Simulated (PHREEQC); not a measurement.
## Metal-bearing waste water

A solution holds 0.021 mol/kgw Pb(NO3)2, 0.0075 mol/kgw NaHCO3 and 6.8e-05 mol/kgw NaCl, at 25 °C. Closed to the air; pH follows from the charge balance.

Equilibrium calculation in PHREEQC: ion-association model, phreeqc.dat.

Each row changes one thing in this solution. This is a speciation only: nothing precipitates in the calculation.

```json
[
 {"case": "as made", "pH": "5.83", "ionic strength (mol/kgw)": "0.0524", "CO2 (mol/kgw)": "0.00190", "HCO3- (mol/kgw)": "0.000692", "Cl- (mol/kgw)": "5.55e-5", "NaHCO3 (mol/kgw)": "1.98e-6", "SI of Halite (NaCl)": "-8.12"},
 {"case": "diluted 10-fold with water", "pH": "6.15", "ionic strength (mol/kgw)": "0.00594", "CO2 (mol/kgw)": "0.000237", "HCO3- (mol/kgw)": "0.000161", "Cl- (mol/kgw)": "6.49e-6", "NaHCO3 (mol/kgw)": "5.82e-8", "SI of Halite (NaCl)": "-9.95"},
 {"case": "Pb(NO3)2 replaced by Fe(NO3)3 at the same molality", "pH": "2.26", "ionic strength (mol/kgw)": "0.118", "CO2 (mol/kgw)": "0.00750", "HCO3- (mol/kgw)": "7.98e-7", "Cl- (mol/kgw)": "6.30e-5", "NaHCO3 (mol/kgw)": "1.99e-9", "SI of Halite (NaCl)": "-8.12"},
 {"case": "diluted 100-fold with water", "pH": "6.50", "ionic strength (mol/kgw)": "0.000634", "CO2 (mol/kgw)": "2.35e-5", "HCO3- (mol/kgw)": "3.37e-5", "Cl- (mol/kgw)": "6.76e-7", "NaHCO3 (mol/kgw)": "1.35e-9", "SI of Halite (NaCl)": "-11.89"},
 {"case": "NaHCO3 from 0.0075 to 0.00375 mol/kgw", "pH": "5.77", "ionic strength (mol/kgw)": "0.0536", "CO2 (mol/kgw)": "0.000972", "HCO3- (mol/kgw)": "0.000315", "Cl- (mol/kgw)": "5.41e-5", "NaHCO3 (mol/kgw)": "4.52e-7", "SI of Halite (NaCl)": "-8.43"},
 {"case": "temperature from 25 to 15 °C", "pH": "5.90", "ionic strength (mol/kgw)": "0.0523", "CO2 (mol/kgw)": "0.00188", "HCO3- (mol/kgw)": "0.000700", "Cl- (mol/kgw)": "5.79e-5", "NaHCO3 (mol/kgw)": "2.13e-6", "SI of Halite (NaCl)": "-8.09"}
]
```

Some of these states are supersaturated (in Cerussite, Pb(OH)2, Hematite (slow to form), for instance).
